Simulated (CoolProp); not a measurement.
Properties of R1336mzz(Z) along the isobar 1.83 MPa (Tc = 444.5 K, pc = 2.904 MPa, ω = 0.386).

Values from CoolProp's reference Helmholtz-energy equation of state, McLinden 2020.

| T (K) | phase | speed of sound (m/s) | expansivity (1/kK) |
|---|---|---|---|
| 288.4 | liquid | 674.4 | ? |
| 296 | liquid | ? | 1.842 |
| 303.6 | liquid | 620.7 | ? |
| 311.2 | liquid | 594.2 | 1.976 |
| 318.8 | liquid | 567.9 | ? |
| 326.4 | liquid | 541.8 | 2.145 |
| 334 | liquid | ? | ? |
| 341.6 | liquid | ? | 2.363 |

Q: Complete the blanks.

A: 
- 288.4, expansivity (1/kK): 1.784
- 296, speed of sound (m/s): 647.4
- 303.6, expansivity (1/kK): 1.905
- 318.8, expansivity (1/kK): 2.056
- 334, speed of sound (m/s): 515.8
- 334, expansivity (1/kK): 2.247
- 341.6, speed of sound (m/s): 489.8
